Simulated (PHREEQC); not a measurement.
## Nickel, zinc or cadmium bath: speciation

A solution holds 0.00112 mol/kgw ZnSO4 and 0.0019 mol/kgw HCl, at 25 °C. Closed to the air; pH follows from the charge balance.

Computed with PHREEQC (ion-association model, wateq4f.dat).

This is a speciation only: nothing precipitates in the calculation.

Problem. What pH does the model give?

Solution. pH 2.78.

Problem. In which forms is Zn present?

Solution. Zn+2 90 %, ZnSO4 10 % of the Zn.

Complexes and solids missing from the database can't appear.
